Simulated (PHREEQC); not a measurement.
## Polishing slurry liquid: speciation

Make-up at 25 °C: 11 mmol/kgw KOH, 0.00027 mmol/kgw H4SiO4 and 0.09 mmol/kgw KH2PO4. Closed to the air; pH follows from the charge balance.

All values are PHREEQC results (ion-association model, phreeqc.dat), not measurements.

No solid was allowed to form.

**Question.** Predict the pH.

**Answer.** pH 11.98.

**Question.** In which forms is P present?

**Answer.** HPO4-2 56 %, PO4-3 43 %, KHPO4- 0.8 % of the P.

Species that the database lacks are ignored.
